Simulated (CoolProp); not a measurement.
Vapour pressure (kPa) of CHF3 (R23): the reference equation beside estimates from Tc = 26.1 °C, pc = 4832 kPa, ω = 0.263. Clausius-Clapeyron is anchored at -27.25 °C with a constant enthalpy of vaporisation of 12.82 kJ/mol.

Computed with CoolProp (reference Helmholtz-energy equation of state, Penoncello 2003).

```json
[
 {"T (°C)": "-42.75", "reference": "637.2", "Lee-Kesler": "642.6", "Clausius-Clapeyron": "724.5", "Redlich-Kwong": "898.0", "Soave-Redlich-Kwong": "643.9", "Peng-Robinson": "636.7"},
 {"T (°C)": "-37.55", "reference": "773.0", "Lee-Kesler": "780.0", "Clausius-Clapeyron": "839.8", "Redlich-Kwong": "1058", "Soave-Redlich-Kwong": "782.7", "Peng-Robinson": "773.2"},
 {"T (°C)": "-32.35", "reference": "929.4", "Lee-Kesler": "937.9", "Clausius-Clapeyron": "967.3", "Redlich-Kwong": "1237", "Soave-Redlich-Kwong": "942.8", "Peng-Robinson": "930.7"},
 {"T (°C)": "-27.25", "reference": "1105", "Lee-Kesler": "1115", "Clausius-Clapeyron": "1105", "Redlich-Kwong": "1432", "Soave-Redlich-Kwong": "1122", "Peng-Robinson": "1108"},
 {"T (°C)": "-22.05", "reference": "1308", "Lee-Kesler": "1319", "Clausius-Clapeyron": "1258", "Redlich-Kwong": "1651", "Soave-Redlich-Kwong": "1330", "Peng-Robinson": "1313"},
 {"T (°C)": "-16.85", "reference": "1538", "Lee-Kesler": "1549", "Clausius-Clapeyron": "1425", "Redlich-Kwong": "1892", "Soave-Redlich-Kwong": "1566", "Peng-Robinson": "1545"},
 {"T (°C)": "-11.75", "reference": "1791", "Lee-Kesler": "1803", "Clausius-Clapeyron": "1602", "Redlich-Kwong": "2150", "Soave-Redlich-Kwong": "1825", "Peng-Robinson": "1802"},
 {"T (°C)": "-6.55", "reference": "2081", "Lee-Kesler": "2093", "Clausius-Clapeyron": "1798", "Redlich-Kwong": "2437", "Soave-Redlich-Kwong": "2120", "Peng-Robinson": "2095"},
 {"T (°C)": "-1.35", "reference": "2405", "Lee-Kesler": "2416", "Clausius-Clapeyron": "2008", "Redlich-Kwong": "2748", "Soave-Redlich-Kwong": "2448", "Peng-Robinson": "2422"},
 {"T (°C)": "3.75", "reference": "2758", "Lee-Kesler": "2769", "Clausius-Clapeyron": "2230", "Redlich-Kwong": "3077", "Soave-Redlich-Kwong": "2805", "Peng-Robinson": "2779"},
 {"T (°C)": "8.95", "reference": "3158", "Lee-Kesler": "3168", "Clausius-Clapeyron": "2471", "Redlich-Kwong": "3439", "Soave-Redlich-Kwong": "3207", "Peng-Robinson": "3182"},
 {"T (°C)": "14.15", "reference": "3602", "Lee-Kesler": "3612", "Clausius-Clapeyron": "2728", "Redlich-Kwong": "3828", "Soave-Redlich-Kwong": "3648", "Peng-Robinson": "3628"}
]
```

Absolute difference from the reference over all 12 rows, mean and median: Lee-Kesler 0.7 and 0.7 %, Clausius-Clapeyron 12.0 and 12.1 %, Redlich-Kwong 22.3 and 21.5 %, Soave-Redlich-Kwong 1.6 and 1.6 %, Peng-Robinson 0.5 and 0.5 %.
